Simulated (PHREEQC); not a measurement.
Make-up at 20 °C: 0.0021 mol/kgw HF, 0.00065 mol/kgw NH4F, 2.2e-05 mol/kgw H4SiO4 and 0.0019 mol/kgw HCl. Closed to the air; pH follows from the charge balance.

Computed with PHREEQC (ion-association model, phreeqc.dat).

Precipitation was switched off in this run.

Question: Predict the pH.

Answer: pH 2.71.

Question: In which forms is Si present?

Answer: SiF6-2 84 %, H4SiO4 16 % of the Si.

SiF6-2 is the database's only silicon fluoride.
